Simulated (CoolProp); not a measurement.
Vapour-liquid equilibrium of n-butane (1) + R113 (2) at 305.8 K; x and y are mole fractions of (1).

The numbers come from the multi-fluid Helmholtz-energy mixture model, Bücker 2006 and Marx 1992; pair parameters Bell 2016 in CoolProp.

| x | bubble pressure (bar) | y at the bubble point | dew pressure at overall composition x (bar) | liquid density (mol/L) |
|---|---|---|---|---|
| 0.05 | 0.7598 | 0.243 | 0.6276 | 8.305 |
| 0.15 | … | 0.505 | 0.6899 | … |
| 0.25 | … | 0.646 | 0.7657 | … |
| 0.35 | 1.596 | 0.735 | 0.8599 | 8.689 |
| 0.45 | 1.838 | 0.798 | 0.9795 | 8.826 |
| 0.55 | 2.066 | 0.847 | 1.136 | 8.968 |
| 0.65 | 2.287 | 0.887 | 1.349 | 9.117 |
| 0.75 | 2.505 | 0.922 | 1.648 | … |
| 0.85 | 2.724 | 0.954 | 2.083 | 9.436 |
| 0.95 | … | 0.985 | 2.697 | 9.610 |

Task: What belongs in the gaps?

Result: 
- 0.15, bubble pressure (bar): 1.061
- 0.15, liquid density (mol/L): 8.429
- 0.25, bubble pressure (bar): 1.339
- 0.25, liquid density (mol/L): 8.557
- 0.75, liquid density (mol/L): 9.272
- 0.95, bubble pressure (bar): 2.950

No azeotrope shows between x = 0.05 and 0.95.

Pair parameters are fitted to limited data, so mixtures are less certain than the pure fluids.
